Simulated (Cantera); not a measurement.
An adiabatic, constant-pressure homogeneous reactor starts with 5.29 % CO, 10.6 % H2, 0.635 % CH4, 14.7 % O2, 55.1 % N2, 13.8 % H2O, equivalence ratio 0.63, at 1225 K and 1650 Torr.

Model: GRI-Mech 3.0 (53 species, 325 reactions), integrated in Cantera.

Q: Predict: time of steepest temperature rise; temperature at 2.00 s; equilibrium temperature; x(CO) at 2.00 s; x(H2) at 2.00 s; x(NO) at 2.00 s; x(OH) at 2.00 s; x(NO2) at 2.00 s; x(N2O) at 2.00 s.

A: 
| Quantity | Value |
|---|---|
| time of steepest temperature rise | 52.5 µs |
| temperature at 2.00 s | 2356 K |
| equilibrium temperature | 2356 K |
| x(CO) at 2.00 s | 0.00290 (gas-phase equilibrium 0.00290) |
| x(H2) at 2.00 s | 0.00222 (gas-phase equilibrium 0.00222) |
| x(NO) at 2.00 s | 0.00782 (gas-phase equilibrium 0.00782) |
| x(OH) at 2.00 s | 0.00868 (gas-phase equilibrium 0.00868) |
| x(NO2) at 2.00 s | 6.17e-6 (gas-phase equilibrium 6.17e-6) |
| x(N2O) at 2.00 s | 5.57e-7 (gas-phase equilibrium 5.57e-7) |
